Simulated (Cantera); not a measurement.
A perfectly stirred reactor is fed with CH₄ : H₂O = 1 : 3.2 (molar parts), at 10.0 bar; it is held at 1400 K, and followed from long to short residence time.

Detailed kinetics in Cantera: GRI-Mech 3.0 (53 species, 325 reactions).

Problem. What does this change do: temperature 1400 to 1575 K?

Solution. 
```
quantity                  before     after
----------------------  --------  --------
x(CH₄) at τ = 9.50 s       0.152    0.0473
x(H₂O) at τ = 9.50 s       0.643     0.413
x(C₂H₂) at τ = 9.50 s    0.00711   0.00192
x(CH₂) at τ = 9.50 s    6.52e-11  4.30e-10
x(OH) at τ = 9.50 s      4.82e-8   3.06e-7
x(CH₄) at τ = 79.0 ms      0.224     0.116
x(H₂O) at τ = 79.0 ms      0.755     0.654
x(C₂H₂) at τ = 79.0 ms   0.00327    0.0307
x(CH₂) at τ = 79.0 ms   6.44e-11   4.65e-9
x(OH) at τ = 79.0 ms     5.63e-8   6.46e-7
```

Problem. What does this change do: temperature 1400 to 1650 K?

Solution. 
```json
[
 {"quantity": "x(CH₄) at τ = 9.50 s", "before": "0.152", "after": "0.0176"},
 {"quantity": "x(H₂O) at τ = 9.50 s", "before": "0.643", "after": "0.359"},
 {"quantity": "x(C₂H₂) at τ = 9.50 s", "before": "0.00711", "after": "0.000670"},
 {"quantity": "x(CH₂) at τ = 9.50 s", "before": "6.52e-11", "after": "6.62e-10"},
 {"quantity": "x(OH) at τ = 9.50 s", "before": "4.82e-8", "after": "6.78e-7"},
 {"quantity": "x(CH₄) at τ = 79.0 ms", "before": "0.224", "after": "0.0798"},
 {"quantity": "x(H₂O) at τ = 79.0 ms", "before": "0.755", "after": "0.577"},
 {"quantity": "x(C₂H₂) at τ = 79.0 ms", "before": "0.00327", "after": "0.0308"},
 {"quantity": "x(CH₂) at τ = 79.0 ms", "before": "6.44e-11", "after": "1.18e-8"},
 {"quantity": "x(OH) at τ = 79.0 ms", "before": "5.63e-8", "after": "1.39e-6"}
]
```
